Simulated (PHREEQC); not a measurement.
Solution (25 °C): 3.4 mmol/kgw H2SO4, 0.4 mmol/kgw CuSO4 and 1.7 mmol/kgw MgCl2. Closed to the air; pH follows from the charge balance.

All values are PHREEQC results (ion-association model, phreeqc.dat), not measurements.

| quantity | before | after |
|---|---|---|
| pH | 2.27 | 1.67 |
| ionic strength (mol/kgw) | 0.0135 | 0.0365 |
| SO4-2 (mol/kgw) | 0.00249 | 0.00745 |
| HSO4- (mol/kgw) | 0.000915 | 0.00930 |
| Cu+2 (mol/kgw) | 0.000330 | 0.000286 |
| CuSO4 (mol/kgw) | 6.79e-5 | 0.000113 |

Q: Name the change that produced these shifts.
A. CuSO4 from 0.0004 to 0.004 mol/kgw
B. 0.0039 mol/kgw Fe(NO3)3 added
C. H2SO4 from 0.0034 to 0.017 mol/kgw
D. MgCl2 replaced by SrCl2 at the same molality
E. temperature from 25 to 55 °C

A: C, H2SO4 from 0.0034 to 0.017 mol/kgw

This is a speciation only: nothing precipitates in the calculation.
